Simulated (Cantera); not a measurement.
Charge: 1 mol SiCl₄, 0.2 mol NH₃, 4.4 mol N₂, equilibrated at 800 °C and 7.50 Torr.

Method: chemical equilibrium by Gibbs-energy minimisation in Cantera with the NASA 1993 tables (ideal gas, pure condensed phases). Candidate condensed phases: NH₄Cl, Si, Si₃N₄; 28 gas species. The tables' values for SiCl₃ are old estimates; treat these amounts as uncertain. The numbers say what is thermodynamically allowed, not how fast it happens.

Base state: N₂ 0.755, SiCl₄ 0.148, HCl 0.0918, H₂ 0.00536, SiCl₃ 0.000602, SiHCl₃ 0.000106, SiCl₂ 3.93e-5 (mole fractions); condensed: Si₃N₄(s).

Task: What changes in the equilibrium state with this change: N₂ from 4.4 to 21 mol?

Result: 
```csv
species,before,after
N₂,0.755,0.936
SiCl₄,0.148,0.0381
HCl,0.0918,0.0252
SiHCl₃,0.000106,1.37e-5
H₂,0.00536,0.000742
SiCl₃,0.000602,0.000210
SiCl₂,3.93e-5,1.86e-5
"Si₃N₄(s), mol",0.0443,0.0467
```

Task: What changes in the equilibrium state with this change: SiCl₄ replaced by Si₂Cl₆?

Result: 
```tsv
species	before	after
N₂	0.755	0.678
SiCl₄	0.148	0.226
HCl	0.0918	0.0908
SiCl₃	0.000602	0.000844
SiCl₂	3.93e-5	5.04e-5
SiHCl₃	0.000106	0.000134
H₂	0.00536	0.00439
Si₃N₄(s), mol	0.0443	0.212
```
The feed counts by its element totals alone.
